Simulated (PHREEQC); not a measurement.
A solution holds 0.072 mol Pb(NO3)2, 0.045 mol HNO3 and 0.0039 mol Na2SO4 per kg of water, at 25 °C. Closed to the air; pH follows from the charge balance.

Model: ion-association model, wateq4f.dat, run in PHREEQC.

```
Item                      Value
----------------  -------------
pH                         1.46
ionic strength    0.206 mol/kgw
total alkalinity   -45.0 meq/kg
```

| species | molality | activity | log γ |
|---|---|---|---|
| NO3- | 0.161 | 0.111 | -0.160 |
| H+ | 0.0438 | 0.0349 | -0.099 |
| Pb+2 | 0.0418 | 0.0129 | -0.511 |
| PbNO3+ | 0.0284 | 0.0212 | -0.128 |
| Na+ | 0.00779 | 0.00578 | -0.130 |
| PbSO4 | 0.00178 | 0.00187 | 0.021 |
| HSO4- | 0.00120 | 0.000874 | -0.139 |
| SO4-2 | 0.000891 | 0.000258 | -0.539 |
| NaSO4- | 1.00e-5 | 7.46e-6 | -0.128 |
| Pb(SO4)2-2 | 8.19e-6 | 2.52e-6 | -0.511 |
| Pb2OH+3 | 2.92e-8 | 2.07e-9 | -1.150 |
| PbOH+ | 9.62e-9 | 7.17e-9 | -0.128 |

No solid was allowed to form. Examples of supersaturated solids here: Anglesite. Others may be too. Species that the database lacks are ignored.
